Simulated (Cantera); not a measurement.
What does this Cantera script print?

```python
import numpy as np
import cantera as ct

gas = ct.Solution("gri30.yaml")


def delay(T, t_max=10):
    gas.TPX = T, 101325, {'CO': 1, 'H2': 0.039, 'O2': 0.611, 'N2': 1.89, 'CO2': 1}
    reactor = ct.IdealGasConstPressureReactor(gas, clone=False)
    net = ct.ReactorNet([reactor])
    net.rtol, net.atol = 1e-8, 1e-16
    while net.time < t_max:
        t_old, T_old = net.time, reactor.T
        net.step()
        if reactor.T > T + 400:  # ignition: a rise of 400 K
            return t_old + (T + 400 - T_old) / (reactor.T - T_old) * (net.time - t_old)
    return np.nan


taus = []
for T in [1050, 1150, 1250, 1350, 1450, 1550, 1650]:
    taus.append(delay(T))
    print(f"T0 = {T:6g} K   tau = {taus[-1]:.4e} s")
```

It prints:

```
T0 =   1050 K   tau = 8.3914e-04 s
T0 =   1150 K   tau = 3.6195e-04 s
T0 =   1250 K   tau = 2.4879e-04 s
T0 =   1350 K   tau = 2.0990e-04 s
T0 =   1450 K   tau = 2.0093e-04 s
T0 =   1550 K   tau = 2.0881e-04 s
T0 =   1650 K   tau = 2.2787e-04 s
```

Detailed kinetics in Cantera: GRI-Mech 3.0 (53 species, 325 reactions). Where the delays flatten at high temperature, the 400 K rule measures the pace of heat release, not the induction time.
